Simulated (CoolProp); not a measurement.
Values from CoolProp's reference Helmholtz-energy equation of state, Tillner-Roth 1997.

**Question.** Give the vapour pressure (kPa), liquid density (kg/m³), surface tension (mN/m), liquid conductivity (mW/(m K)) of saturated CH2F2 (R32) at 178.1, 188.1 K.

**Answer.** 
```csv
T (K),p (kPa),liquid density (kg/m³),surface tension (mN/m),liquid conductivity (mW/(m K))
178.1,5.87,1330,29.6,222
188.1,13.0,1300,27.5,216
```

Thermal conductivity comes from a separate model (Huber 2003), an estimate that may be off by 10 % or more. Surface tension comes from a separate correlation (Mulero 2012).
